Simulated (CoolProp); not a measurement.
Vapour-liquid equilibrium of n-pentane (1) + acetone (2) at 5.35 bar; x and y are mole fractions of (1).

Values from CoolProp's multi-fluid Helmholtz-energy mixture model, Thol 2019 and Lemmon 2006; pair parameters Bell 2016.

Task: Give the bubble temperature and the first vapour's composition at x = 0.05, 0.25, 0.35. Is there an azeotrope?

Result: x = 0.05: 108.8 °C, y = 0.157; x = 0.25: 96.2 °C, y = 0.465; x = 0.35: 93.5 °C, y = 0.535. y crosses x between x = 0.65 and 0.75: the model has an azeotrope there.

Pair parameters are fitted to limited data, so mixtures are less certain than the pure fluids.
